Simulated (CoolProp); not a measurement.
Vapour-liquid equilibrium of isohexane (1) + n-hexane (2) at 0.231 MPa; x and y are mole fractions of (1).

Model: multi-fluid Helmholtz-energy mixture model, Lemmon 2006 and Thol 2019; pair parameters Bell 2016, in CoolProp.

### Question
Give the bubble temperature and the first vapour's composition at x = 0.35, 0.65, 0.85. Is there an azeotrope?

### Answer
x = 0.35: 94.0 °C, y = 0.401; x = 0.65: 91.3 °C, y = 0.695; x = 0.85: 89.7 °C, y = 0.873. No azeotrope shows between x = 0.05 and 0.95.

The pair parameters rest on a limited set of measurements; away from them the model extrapolates.
